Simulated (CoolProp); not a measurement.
Computed with CoolProp (reference Helmholtz-energy equation of state, Lemmon 2013).

Task: For propylene, give the phase and the cp (kJ/(kg K)), cv (kJ/(kg K)), expansivity (1/kK), Prandtl number at 24.15 °C and 1.85 MPa; 41.25 °C and 1.85 MPa; 92.45 °C and 1.85 MPa.

Result: 
- 24.15 °C and 1.85 MPa: liquid; cp 2.63, cv 1.54, expansivity 3.45, Prandtl number 2.27
- 41.25 °C and 1.85 MPa: liquid; cp 2.89, cv 1.60, expansivity 4.56, Prandtl number 2.29
- 92.45 °C and 1.85 MPa: gas; cp 2.05, cv 1.65, expansivity 4.61, Prandtl number 0.836

Viscosity comes from a separate model (Huber 2003), an estimate that may be off by 10 % or more. Thermal conductivity comes from a separate model (Huber 2003), an estimate that may be off by 10 % or more.
